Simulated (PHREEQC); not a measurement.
**Spent oxide etchant: speciation**

Dissolve 0.089 mol/kgw HF, 0.043 mol/kgw (NH4)2SiF6, 0.029 mol/kgw H3BO3 and 0.0032 mol/kgw HCl at 40 °C. Closed to the air; pH follows from the charge balance.

All values are PHREEQC results (ion-association model, wateq4f.dat), not measurements.

Each row changes one thing in this solution. No solid was allowed to form.

| case | pH | ionic strength (mol/kgw) | SiF6-2 (mol/kgw) | HF (mol/kgw) | H4SiO4 (mol/kgw) | F- (mol/kgw) | SI of SiO2(a) (SiO2) |
|---|---|---|---|---|---|---|---|
| as made | 1.73 | 0.150 | 0.0410 | 0.00802 | 0.00197 | 0.000311 | -0.09 |
| temperature from 40 to 55 °C | 1.76 | 0.147 | 0.0397 | 0.0117 | 0.00329 | 0.000364 | +0.02 |
| 0.0022 mol/kgw NaHCO3 added | 1.77 | 0.150 | 0.0411 | 0.00781 | 0.00191 | 0.000333 | -0.11 |
| H3BO3 left out | 2.07 | 0.139 | 0.0430 | 0.0665 | 1.36e-9 | 0.00563 | -6.26 |
| H3BO3 from 0.029 to 0.058 mol/kgw | 1.77 | 0.141 | 0.0345 | 0.00595 | 0.00851 | 0.000251 | +0.54 |
| 0.12 mol/kgw H2SO4 added | 0.90 | 0.299 | 0.0396 | 0.0127 | 0.00338 | 8.16e-5 | +0.16 |
| H3BO3 from 0.029 to 0.0261 mol/kgw | 1.73 | 0.151 | 0.0417 | 0.00865 | 0.00128 | 0.000334 | -0.28 |

Some of these states are supersaturated (in Quartz (slow to form), Chalcedony (slow to form), SiO2(a), for instance). Constants without temperature data keep their 25 °C values here. SiF6-2 is the database's only silicon fluoride. Real BF4- forms and hydrolyses slowly; the run takes it at equilibrium.
